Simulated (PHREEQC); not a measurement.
A solution holds 0.02 mol CdCl2, 0.059 mol HCl and 0.0029 mol KOH per kg of water, at 85 °C. Closed to the air; pH follows from the charge balance.

Model: ion-association model, phreeqc.dat, run in PHREEQC.

This is a speciation only: nothing precipitates in the calculation.

**Question.** What pH does the model give?

**Answer.** pH 1.34.

**Question.** In which forms is Cl present?

**Answer.** Cl- 80 %, CdCl+ 13 %, CdCl2 5.8 %, CdCl3- 0.9 % of the Cl.

Complexes and solids missing from the database can't appear. Away from 25 °C the constants follow the database's enthalpies or fits; those with neither stay at their 25 °C values.
